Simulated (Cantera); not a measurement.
**Halide evaporation, hydrolysis and transport: FeCl3 + H2**

A closed system holds: 1 mol FeCl3, 18 mol H2, held at 1175 K and 0.0128 Torr.

Equilibrium computed with Cantera from the NASA thermochemical tables; the gas is ideal and each condensed phase is pure. Candidate condensed phases: Fe, FeCl2, FeCl3; 11 gas species. Equilibrium is a limit: real reactors are often held back by kinetics, nucleation or transport.

```json
{
 "x(H2)": "0.854",
 "x(HCl)": "0.138",
 "x(FeCl2)": "0.00778",
 "x(H)": "2.75e-5",
 "x(Cl)": "3.89e-6",
 "x(Fe)": "1.24e-6",
 "n(Fe(α))": "0.848 mol",
 "gas_amount": "19.50 mol",
 "log10 activity of FeCl2(l) (absent)": "-6.26"
}
```
